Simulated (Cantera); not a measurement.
An adiabatic, constant-volume homogeneous reactor starts with 6.64 % CH4, 1.86 % CO, 19.2 % O2, 72.3 % N2, at 1123 K and 0.240 bar.

Detailed kinetics in Cantera: GRI-Mech 3.0 (53 species, 325 reactions).

**Question.** Predict: time of steepest temperature rise; temperature at 4.00 s; equilibrium temperature; x(CO) at 4.00 s; x(O2) at 4.00 s; x(H) at 4.00 s.

**Answer.** 
- time of steepest temperature rise = 0.427 s
- temperature at 4.00 s = 2575 K
- equilibrium temperature = 2575 K
- x(CO) at 4.00 s = 0.0206 (gas-phase equilibrium 0.0206)
- x(O2) at 4.00 s = 0.0501 (gas-phase equilibrium 0.0501)
- x(H) at 4.00 s = 0.00359 (gas-phase equilibrium 0.00359)
